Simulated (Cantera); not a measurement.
Charge: 1 mol Si3N4, 1.4 mol HCl, 3 mol N2, at 17.0 mbar.

Cantera equilibrium calculation (NASA polynomials, part measured and part estimated; ideal gas, pure solids and liquids). Candidate condensed phases: NH4Cl, Si, Si3N4; 28 gas species. Rates play no part.

Over these rows the condensed part is Si3N4(s). Partial pressures as log10 of bar:

| T (K) | 1000/T (1/K) | log p SiCl4 | log p N2 | log p HCl | log p H2 |
|---|---|---|---|---|---|
| 1200 | 0.8333 | -3.33 | -1.92 | -2.46 | -3.01 |
| 1300 | 0.7692 | -3.39 | -1.92 | -2.45 | -3.02 |
| 1400 | 0.7143 | -3.55 | -1.92 | -2.46 | -3.01 |
| 1500 | 0.6667 | -3.96 | -1.92 | -2.52 | -2.95 |
| 1600 | 0.6250 | -4.66 | -1.92 | -2.63 | -2.86 |
| 1700 | 0.5882 | ? | -1.92 | -2.77 | -2.78 |

Problem. Fit log p(SiCl4) = a + b·(1000/T) to the five rows, give the apparent enthalpy, and predict the row at 1700 K.

Solution. Means: 1000/T = 0.7217, log p = -3.778. Sxy = 0.162039, Sxx = 0.0271415, so b = 5.97 and a = -3.778 − (5.97)×0.7217 = -8.09.
Apparent enthalpy: −19.145 × (5.97) = -114 kJ/mol. With the condensed phases at unit activity, 1/3 Si3N4(s) + 4 HCl(g) = SiCl4(g) + 2/3 N2(g) + 2 H2(g) links this pressure to the main gases: over the six rows their terms move log p by -1.70 in all, so the slope isn't that reaction's ΔH° alone. The five rows lie within 0.30 of the line; that is curvature, so one enthalpy describes this range poorly.
Prediction at 1700 K: -8.09 + (5.97)×0.5882 = -4.58. The computed value is -5.46, 0.88 from the line.
